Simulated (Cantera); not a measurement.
Input: 1 mol Fe2O3, 740 mol H2, 5.6 mol N2, equilibrated at 1798 K and 7.50 Torr.

These are equilibrium values from Cantera (NASA tables, ideal gas, pure condensed phases), not measurements of a reactor. Candidate condensed phases: Fe, FeO, Fe(OH)2, Fe(OH)3, Fe2O3, Fe3O4, H2O; 27 gas species. Rates play no part.

Task: What is the equilibrium state?

Result: 
```
Item                                 Result
--------------------------------  ---------
x(H2)                                 0.982
x(N2)                               0.00748
x(H2O)                              0.00400
x(H)                                0.00349
x(Fe)                               0.00267
gas amount                        748.9 mol
log10 activity of Fe(δ) (absent)      -0.03
```
